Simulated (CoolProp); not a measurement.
Saturation properties of CF4 (R14) (Tc = 227.4 K, pc = 37.62 bar, ω = 0.178).

Model: reference Helmholtz-energy equation of state, Platzer 1990, in CoolProp. This equation is an older, rougher fit; its heat capacities, sound speeds and derivatives of the liquid may be far off and weren't checked against measurements.

```json
[
 {"T (K)": "135.4", "p (bar)": "0.4841", "liquid density (kg/m³)": "1654", "vapour density (kg/m³)": "3.861", "enthalpy of vaporisation (kJ/kg)": "139.4", "liquid viscosity (µPa s)": "282"},
 {"T (K)": "138.2", "p (bar)": "0.6064", "liquid density (kg/m³)": "1640", "vapour density (kg/m³)": "4.756", "enthalpy of vaporisation (kJ/kg)": "138.0", "liquid viscosity (µPa s)": "267"},
 {"T (K)": "141.1", "p (bar)": "0.7575", "liquid density (kg/m³)": "1624", "vapour density (kg/m³)": "…", "enthalpy of vaporisation (kJ/kg)": "136.6", "liquid viscosity (µPa s)": "252"},
 {"T (K)": "144", "p (bar)": "0.9368", "liquid density (kg/m³)": "1609", "vapour density (kg/m³)": "7.120", "enthalpy of vaporisation (kJ/kg)": "135.0", "liquid viscosity (µPa s)": "238"},
 {"T (K)": "146.9", "p (bar)": "1.148", "liquid density (kg/m³)": "1594", "vapour density (kg/m³)": "8.599", "enthalpy of vaporisation (kJ/kg)": "133.5", "liquid viscosity (µPa s)": "…"},
 {"T (K)": "149.7", "p (bar)": "1.385", "liquid density (kg/m³)": "1578", "vapour density (kg/m³)": "…", "enthalpy of vaporisation (kJ/kg)": "131.9", "liquid viscosity (µPa s)": "215"},
 {"T (K)": "152.6", "p (bar)": "1.668", "liquid density (kg/m³)": "1563", "vapour density (kg/m³)": "12.19", "enthalpy of vaporisation (kJ/kg)": "130.2", "liquid viscosity (µPa s)": "204"},
 {"T (K)": "155.5", "p (bar)": "…", "liquid density (kg/m³)": "1546", "vapour density (kg/m³)": "14.41", "enthalpy of vaporisation (kJ/kg)": "128.5", "liquid viscosity (µPa s)": "195"},
 {"T (K)": "158.3", "p (bar)": "2.353", "liquid density (kg/m³)": "1531", "vapour density (kg/m³)": "16.84", "enthalpy of vaporisation (kJ/kg)": "126.7", "liquid viscosity (µPa s)": "186"},
 {"T (K)": "161.2", "p (bar)": "2.774", "liquid density (kg/m³)": "1514", "vapour density (kg/m³)": "19.68", "enthalpy of vaporisation (kJ/kg)": "124.9", "liquid viscosity (µPa s)": "177"}
]
```

Task: Complete the blanks.

Result: 
- 141.1, vapour density (kg/m³): 5.846
- 146.9, liquid viscosity (µPa s): 226
- 149.7, vapour density (kg/m³): 10.24
- 155.5, p (bar): 1.994

It boils at 145.1 K under 1 atm.

Viscosity comes from a separate model (Huber 2003), an estimate that may be off by 10 % or more.
